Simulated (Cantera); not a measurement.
A closed system holds: 1 mol HMDSO, 1.2 mol NO, 0.25 mol H2, held at 75.0 Torr.

Equilibrium computed with Cantera from the NASA thermochemical tables; the gas is ideal and each condensed phase is pure. Candidate condensed phases: C, C6H6, C7H8, C8H18, H2O, Si, SiC, SiO2, Si2N2O, Si3N4; 151 gas species. The feed counts by its element totals alone. Equilibrium is a limit: real reactors are often held back by kinetics, nucleation or transport.

Q: At 1700 °C, list the 5 most abundant gas species with their mole fractions, and the condensed phases.

A: H2 0.762, CO 0.181, N2 0.0484, H 0.00373, HCN 0.00254. Condensed: C(graphite) + SiC(s).
